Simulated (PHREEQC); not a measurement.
A solution holds 0.021 mol/kgw Cu(NO3)2, 0.13 mol/kgw HNO3 and 0.00013 mol/kgw FeCl3, at 82 °C. Closed to the air; pH follows from the charge balance.

Model: ion-association model, wateq4f.dat, run in PHREEQC.

Problem. The ionic strength comes out as 0.194 mol/kgw. What activity coefficients do Cu+2, Fe+3, NO3-, CuCl+, FeCl+2 get?

Solution. Cu+2 0.29, Fe+3 0.11, NO3- 0.67, CuCl+ 0.70, FeCl+2 0.26.

No solid was allowed to form. Saturation is exceeded, for instance for Hematite (slow to form), Goethite (slow to form); the values hold only as long as no solid forms. Constants without temperature data keep their 25 °C values here.
